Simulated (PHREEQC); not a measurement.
Dissolve 1.9 mol SrCl2 per kg of water at 25 °C. Closed to the air; pH follows from the charge balance.

Model: Pitzer model, pitzer.dat, run in PHREEQC.

```yaml
ionic_strength: 5.70 mol/kgw
activity_of_water: 0.878
density: 1.228 g/cm³
osmotic_coefficient: 1.267
```

| species | molality | activity | log γ |
|---|---|---|---|
| Cl- | 3.80 | 2.30 | -0.217 |
| Sr+2 | 1.90 | 1.45 | -0.119 |
| OH- | 2.14e-7 | 1.78e-8 | -1.081 |
| H+ | 2.14e-7 | 5.01e-7 | 0.370 |

This is a speciation only: nothing precipitates in the calculation.
